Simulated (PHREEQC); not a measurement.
PHREEQC input (ion-association model, wateq4f.dat):

```
SOLUTION_SPECIES
  PO4-3 + 3H+ = H3PO4  # constants of phreeqc.dat
    -log_k 21.721
    -delta_h -10.1 kJ
SOLUTION 1
  temp 25
  units mol/kgw
  pH 7 charge
END
SELECTED_OUTPUT 1
  -reset false
  -pH true
  -pe true
  -ionic_strength true
  -water true
  -totals C Cu P C(-4) C(4) Cu(1) Cu(2)
  -molalities H+ CO3-2 Cu+2 PO4-3 HPO4-2 H2PO4- CO2 HCO3- O2 OH-
    Cu+ CuCO3 Cu(CO3)2-2 CuOH+ Cu(OH)2 Cu(OH)3- Cu(OH)4-2 Cu2(OH)2+2 CuHCO3+ H3PO4
  -equilibrium_phases Cu3(PO4)2:3H2O Cu(OH)2 Malachite
PRINT
  -reset false
USE solution 1
EQUILIBRIUM_PHASES 1
  Cu3(PO4)2:3H2O 0 0.2
  Cu(OH)2 0 0
  Malachite 0 0
  O2(g) -0.68 10
  CO2(g) -5 10
END
# ... the last block is repeated for the other 10 points of log pCO2 (atm)
```

Selected output (columns that matter, 11 of 11 rows; log pCO2 (atm) added in front):

```
log pCO2 (atm)	pH	mu	C	Cu	P	m_H+	m_Cu+2	m_H2PO4-	m_CO2	m_OH-	m_CuHCO3+	Cu3(PO4)2:3H2O	Cu(OH)2	Malachite
-5	6.5872	0.00010554	9.5822e-07	4.2083e-05	5.2705e-05	2.6173e-07	3.0625e-05	4.2206e-05	3.4045e-07	3.9164e-08	8.6722e-09	0.19997	3.6975e-05	0
-4.5	6.5847	0.00010658	3.0194e-06	4.253e-05	5.2339e-05	2.6329e-07	3.0995e-05	4.1961e-05	1.0766e-06	3.8935e-08	2.7588e-08	0.19997	3.5979e-05	0
-4	6.4626	0.00012785	8.0531e-06	4.689e-05	6.4336e-05	3.4915e-07	3.8223e-05	5.4184e-05	3.4045e-06	2.9426e-08	8.0948e-08	0.19997	0	2.4807e-05
-3.5	6.265	0.00017424	2.015e-05	5.9622e-05	9.1483e-05	5.5139e-07	5.3842e-05	8.1703e-05	1.0766e-05	1.8712e-08	2.2735e-07	0.19995	0	3.8801e-05
-3	6.0629	0.00024551	5.2878e-05	8.2176e-05	0.00013125	8.8047e-07	7.7637e-05	0.000122	3.4044e-05	1.1783e-08	6.4566e-07	0.19993	0	5.7349e-05
-2.5	5.857	0.00035631	0.00014536	0.00011924	0.00018936	1.4193e-06	0.00011428	0.00018071	0.00010765	7.3607e-09	1.8512e-06	0.19991	0	8.2403e-05
-2	5.6482	0.00053055	0.00041606	0.0001795	0.00027419	2.3057e-06	0.00017118	0.00026615	0.00034041	4.572e-09	5.3494e-06	0.19986	0	0.00011589
-1.5	5.4374	0.00080819	0.0012293	0.00027913	0.00039816	3.7673e-06	0.00026011	0.00039065	0.0010764	2.8303e-09	1.555e-05	0.1998	0	0.00015905
-1	5.2256	0.0012576	0.0037173	0.00044959	0.00058031	6.1771e-06	0.00039939	0.00057309	0.0034036	1.7515e-09	4.5373e-05	0.19971	0	0.00021044
-0.5	5.0145	0.0019988	0.01142	0.00075629	0.00085121	1.013e-05	0.00061631	0.0008438	0.010761	1.0879e-09	0.00013247	0.19957	0	0.00026027
0	4.8067	0.0032506	0.035447	0.0013449	0.0012634	1.6527e-05	0.00094736	0.0012547	0.03402	6.826e-10	0.00038509	0.19937	0	0.00027508
```

Complexes and solids missing from the database can't appear. H3PO4, which wateq4f.dat lacks, is added to it with the constant of phreeqc.dat. The database has no phosphate complexes of Cu. The database's constant for dissolved Cu(OH)2 is higher than later reviews accept.
